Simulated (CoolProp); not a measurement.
The fluid at 478.39 K and 0.194 MPa is compressed adiabatically to 1.12 MPa with isentropic efficiency 1. The same conditions are run with several fluids, on thermodynamics alone (safety and materials aside).

Computed with CoolProp (reference Helmholtz-energy equation of state of each fluid (nitrogen: Span 2000; n-pentane: Thol 2019; benzene: Thol 2012)).

| fluid | work (kJ/kg) | final temperature (K) | final density (kg/m³) |
|---|---|---|---|
| nitrogen | ? | 775.0 | 4.85 |
| n-pentane | ? | 522.2 | 20.3 |
| benzene | ? | 536.2 | 21.8 |

Q: What belongs in the gaps?

A: 
- nitrogen, work (kJ/kg): 321
- n-pentane, work (kJ/kg): 96.6
- benzene, work (kJ/kg): 89.6
